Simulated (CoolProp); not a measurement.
Hexamethyldisiloxane (MM) along the isobar 0.617 MPa: density (kg/m³) from the reference equation and from simpler models built on Tc = 245.6 °C, pc = 1.931 MPa, ω = 0.418; each cubic takes its own stable root.

Model: reference Helmholtz-energy equation of state, Thol 2016, in CoolProp.

| T (°C) | phase | reference | van der Waals | Soave-Redlich-Kwong | Peng-Robinson |
|---|---|---|---|---|---|
| -13.25 | liquid | 799.9 | 478.5 | 735.9 | 826.7 |
| -1.45 | liquid | … | 472.5 | 727.6 | 818.0 |
| 10.45 | liquid | 775.6 | 466.2 | 718.8 | 808.7 |
| 22.35 | liquid | 763.3 | 459.8 | 709.5 | 798.8 |
| 34.25 | liquid | 750.7 | 453.0 | 699.7 | 788.3 |
| 46.15 | liquid | … | 446.1 | 689.3 | 777.2 |
| 57.95 | liquid | 725.2 | 438.8 | 678.4 | 765.4 |
| 69.85 | liquid | 712.0 | 431.2 | 666.7 | 752.8 |
| 81.75 | liquid | 698.5 | 423.1 | 654.2 | 739.2 |
| 93.65 | liquid | 684.7 | 414.6 | 640.8 | 724.7 |
| 105.45 | liquid | 670.5 | … | 626.6 | 709.1 |
| 117.35 | liquid | 655.7 | 395.7 | 611.2 | 692.1 |
| 129.25 | liquid | 640.2 | 38.15 | … | 673.7 |
| 141.15 | liquid | 623.9 | 36.20 | 576.3 | 653.4 |
| 152.95 | liquid | 606.7 | 34.52 | 556.4 | 631.2 |
| 164.85 | liquid | 588.1 | 33.01 | 534.1 | 606.0 |

Task: Fill in the missing entries.

Result: 
- -1.45, reference: 787.9
- 46.15, reference: 738.0
- 105.45, van der Waals: 405.5
- 129.25, Soave-Redlich-Kwong: 594.5

At some of these states van der Waals gives the other phase, because its saturation line lies elsewhere.
